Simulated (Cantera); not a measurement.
Feed: 1 mol BN, 4.4 mol F2, 6.8 mol N2, at 1800 °C and 1.33 mbar.

Cantera equilibrium calculation (NASA polynomials, part measured and part estimated; ideal gas, pure solids and liquids). Candidate condensed phases: B, BN; 13 gas species. Kinetics and transport are ignored.

What is the equilibrium state?


```json
{
  "x(N2)": "0.518",
  "x(F)": "0.411",
  "x(BF3)": "0.0709",
  "x(BF2)": "3.60e-6",
  "gas_amount": "14.10 mol",
  "log10 activity of B(s) (absent)": "-15.85"
}
```
